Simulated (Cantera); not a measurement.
Charge: 1 mol N2O, 4.7 mol H2, 4.3 mol H2O, held at 1 atm.

Equilibrium computed with Cantera from the NASA thermochemical tables; the gas is ideal and each condensed phase is pure. Candidate condensed phases: H2O; 24 gas species. Kinetics and transport are ignored.

x: gas mole fraction; nothing condenses.

```csv
T (K),x H2O,x H2,x N2,x H,x OH
725,0.530,0.369,0.0998,<1e-12,<1e-12
925,0.530,0.370,0.1000,1.57e-10,<1e-12
1125,0.530,0.370,0.1000,2.68e-8,2.00e-10
1325,0.530,0.370,0.1000,9.88e-7,2.07e-8
1525,0.530,0.370,0.1000,1.43e-5,6.35e-7
1725,0.530,0.370,0.1000,0.000112,8.86e-6
1925,0.530,0.370,0.1000,0.000577,7.15e-5
2125,0.529,0.369,0.0999,?,?
2325,0.526,0.366,0.0996,?,?
2525,0.518,0.361,0.0988,0.0167,0.00513
2725,0.499,0.351,0.0970,0.0367,0.0137
2925,0.459,0.338,0.0934,0.0720,0.0306
```

Q: Complete the blanks.

A: 
- 2125, x H: 0.00219
- 2125, x OH: 0.000390
- 2325, x H: 0.00661
- 2325, x OH: 0.00158
